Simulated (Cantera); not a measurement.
Feed: 1 mol CH3F, 0.013 mol F2, 6.4 mol H2, equilibrated at 10.0 Torr.

Equilibrium computed with Cantera from the NASA thermochemical tables; the gas is ideal and each condensed phase is pure. Candidate condensed phases: C, C6H6, C7H8, C8H18; 95 gas species. Equilibrium is a limit: real reactors are often held back by kinetics, nucleation or transport. All values below are at 948 K.

Base state: H2 0.876, HF 0.122, CH4 0.00176 (mole fractions); condensed: C(graphite).

Task: What changes in the equilibrium state with this change: pressure from 10.0 Torr to 1.05 Torr?

Result: 
```
species            before     after
----------------  -------  --------
H2                  0.876     0.878
HF                  0.122     0.122
CH4               0.00176  0.000185
C(graphite), mol    0.985     0.998
```

Task: What changes in the equilibrium state with this change: F2 from 0.013 to 2.1 mol?

Result: 
```tsv
species	before	after
H2	0.876	0.504
HF	0.122	0.496
CH4	0.00176	0.000581
C(graphite), mol	0.985	0.994
```
